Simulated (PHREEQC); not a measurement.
0.027 g of hydrous ferric oxide (600 m²/g; 0.2 weak and 0.005 strong sites per Fe, Dzombak-Morel constants, diffuse double layer) in 1 kg of water with 0.005 mol/kgw of an inert sodium salt and 6.1e-05 mol H3BO3, at 25 °C; the pH is set by adding NaOH or the inert anion's acid. Oxygen is held at 0.21 atm. The system is closed to CO2. No solid was allowed to form.

The numbers come from PHREEQC with the ion-association model, wateq4f.dat.

Predict surface charge σ (C/m²) at pH = 4.5, 4.88.


```tsv
pH	surface charge σ (C/m²)
4.5	0.131
4.88	0.099
```

Species that the database lacks are ignored. The oxide is taken as insoluble; below pH 4 it would dissolve.
